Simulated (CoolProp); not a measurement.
C2F6 (R116) along the isotherm 330.2 K: fugacity coefficient from the reference equation and from simpler models built on Tc = 293.0 K, pc = 30.48 bar, ω = 0.257; each cubic takes its own stable root.

Computed with CoolProp (reference Helmholtz-energy equation of state, Lemmon 2006). It is a short technical equation, of lower accuracy than the large ones.

| p (bar) | phase | reference | van der Waals | Redlich-Kwong | Soave-Redlich-Kwong | Peng-Robinson |
|---|---|---|---|---|---|---|
| 25.4 | gas | 0.8231 | 0.8184 | 0.8094 | 0.8224 | 0.8010 |
| 50.8 | supercritical | 0.6599 | 0.6355 | 0.6364 | 0.6647 | 0.6343 |
| 76.2 | supercritical | 0.5354 | 0.5160 | 0.5149 | 0.5498 | 0.5173 |
| 102 | supercritical | 0.4628 | 0.4568 | 0.4473 | 0.4825 | 0.4482 |
| 127 | supercritical | 0.4218 | 0.4273 | 0.4092 | 0.4441 | 0.4077 |
| 152 | supercritical | 0.3967 | 0.4127 | 0.3859 | 0.4207 | 0.3819 |
| 178 | supercritical | 0.3811 | 0.4075 | 0.3714 | 0.4063 | 0.3646 |
| 203 | supercritical | 0.3727 | 0.4091 | 0.3635 | 0.3988 | 0.3542 |
| 229 | supercritical | 0.3690 | 0.4162 | 0.3600 | 0.3959 | 0.3479 |
| 254 | supercritical | 0.3690 | 0.4272 | 0.3599 | 0.3967 | 0.3451 |
| 279 | supercritical | 0.3718 | 0.4418 | 0.3625 | 0.4002 | 0.3448 |
| 305 | supercritical | 0.3772 | 0.4605 | 0.3675 | 0.4065 | 0.3467 |
